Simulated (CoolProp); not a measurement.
Properties of dimethyl ether along the isotherm 156.95 °C (Tc = 127.2 °C, pc = 5.337 MPa, ω = 0.196).

Model: reference Helmholtz-energy equation of state, Wu 2011, in CoolProp.

| p (MPa) | phase | density (kg/m³) | Joule-Thomson coefficient (K/MPa) | viscosity (µPa s) |
|---|---|---|---|---|
| 0.334 | gas | 4.382 | 7.261 | 13.3 |
| 0.667 | gas | 8.916 | 7.379 | 13.4 |
| 1 | gas | 13.63 | 7.503 | 13.5 |
| 1.33 | gas | 18.49 | 7.631 | 13.6 |
| 1.67 | gas | 23.72 | 7.770 | 13.7 |
| 2 | gas | 29.03 | 7.911 | 13.9 |
| 2.33 | gas | 34.59 | 8.058 | 14.0 |
| 2.67 | gas | 40.63 | 8.216 | 14.2 |

Viscosity comes from a separate model (Meng 2012).
